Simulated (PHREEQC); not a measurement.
Consider water at 66 °C with 0.058 mol H2SO4, 0.0046 mol Al2(SO4)3 and 0.0021 mol Fe2(SO4)3 per kg of water. Closed to the air; pH follows from the charge balance.

Model: ion-association model, phreeqc.dat, run in PHREEQC.

```
Item                       Value
----------------  --------------
pH                          1.32
ionic strength    0.0927 mol/kgw
density              0.986 g/cm³
total alkalinity     -124 meq/kg
```

```json
[
 {"species": "H+", "molality": "0.0587", "activity": "0.0480", "log γ": "-0.088"},
 {"species": "HSO4-", "molality": "0.0563", "activity": "0.0433", "log γ": "-0.114"},
 {"species": "SO4-2", "molality": "0.00944", "activity": "0.00335", "log γ": "-0.450"},
 {"species": "AlSO4+", "molality": "0.00647", "activity": "0.00496", "log γ": "-0.115"},
 {"species": "FeSO4+", "molality": "0.00275", "activity": "0.00213", "log γ": "-0.111"},
 {"species": "Al+3", "molality": "0.00181", "activity": "0.000293", "log γ": "-0.790"},
 {"species": "FeHSO4+2", "molality": "0.000972", "activity": "0.000341", "log γ": "-0.455"},
 {"species": "Al(SO4)2-", "molality": "0.000811", "activity": "0.000622", "log γ": "-0.115"},
 {"species": "Fe(SO4)2-", "molality": "0.000233", "activity": "0.000180", "log γ": "-0.114"},
 {"species": "Fe+3", "molality": "0.000161", "activity": "2.61e-5", "log γ": "-0.790"},
 {"species": "AlHSO4+2", "molality": "0.000105", "activity": "3.67e-5", "log γ": "-0.455"},
 {"species": "FeOH+2", "molality": "8.16e-5", "activity": "2.92e-5", "log γ": "-0.446"},
 {"species": "AlOH+2", "molality": "1.93e-6", "activity": "7.08e-7", "log γ": "-0.434"},
 {"species": "Fe(OH)2+", "molality": "1.01e-6", "activity": "7.89e-7", "log γ": "-0.109"},
 {"species": "Fe2(OH)2+4", "molality": "3.42e-7", "activity": "5.18e-9", "log γ": "-1.819"},
 {"species": "Al(OH)2+", "molality": "2.47e-9", "activity": "1.93e-9", "log γ": "-0.109"}
]
```

Precipitation was switched off in this run. The solution is supersaturated, for example in Hematite (slow to form), Goethite (slow to form), so a real one may precipitate; this is no full list. Complexes and solids missing from the database can't appear. At this temperature some constants are extrapolated from 25 °C, and those without enthalpy data are left unchanged.
